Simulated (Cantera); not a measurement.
Source: NASA polynomial tables (part measured, part estimated), evaluated in Cantera. Values are per mole of reaction as written; species without (g) are pure solids or liquids, kept so even where they would boil at 1 bar.

### Question
Between 300 and 2025 K, where is each reaction favourable under standard conditions?
- 2 N2O(g) + TaO2(g) = 4 NO(g) + Ta

### Answer
- 2 N2O(g) + TaO2(g) = 4 NO(g) + Ta: ΔG° is 353 kJ at 300 K and 58 kJ at 2025 K; it stays positive (K < 1). ΔH° is 403 kJ and ΔS° 170 J/K at 2025 K.
